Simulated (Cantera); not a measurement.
An adiabatic, constant-volume homogeneous reactor starts with CH4 : O2 : N2 : CO2 = 2.6 : 1.54 : 5.78 : 1.2 (molar parts), at 1623 K and 1.00 bar.

Cantera simulation using GRI-Mech 3.0 (53 species, 325 reactions); the numbers are that mechanism's predictions, not measurements.

### Question
Predict: time of steepest temperature rise; temperature at 0.500 s; equilibrium temperature; x(CH4) at 0.500 s; x(O2) at 0.500 s; x(CO2) at 0.500 s.

### Answer
```
Property                                                            Result
---------------------------------  ---------------------------------------
time of steepest temperature rise                                 0.670 ms
temperature at 0.500 s                                              2106 K
equilibrium temperature                                             2106 K
x(CH4) at 0.500 s                  2.75e-9 (gas-phase equilibrium 3.12e-9)
x(O2) at 0.500 s                   3.13e-8 (gas-phase equilibrium 3.13e-8)
x(CO2) at 0.500 s                    0.0180 (gas-phase equilibrium 0.0180)
```
